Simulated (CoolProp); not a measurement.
p-xylene at several states: fugacity coefficient from the reference equation and from simpler models built on Tc = 616.2 K, pc = 3.532 MPa, ω = 0.324; each cubic takes its own stable root.

The numbers come from the reference Helmholtz-energy equation of state, Zhou 2012 in CoolProp.

| T (K) | p (MPa) | phase | reference | Redlich-Kwong | Soave-Redlich-Kwong |
|---|---|---|---|---|---|
| 596.9 | 1.49 | gas | 0.8290 | 0.8460 | 0.8431 |
| 490.4 | 0.0385 | gas | 0.9912 | 0.9929 | 0.9922 |
| 406.4 | 7.48 | liquid | 0.01534 | 0.03303 | 0.01600 |
| 446.6 | 1.48 | liquid | 0.1560 | 0.2644 | 0.1603 |
| 350.5 | 0.794 | liquid | 0.01819 | 0.05197 | 0.01754 |
| 467.5 | 0.0196 | gas | 0.9946 | 0.9959 | 0.9954 |
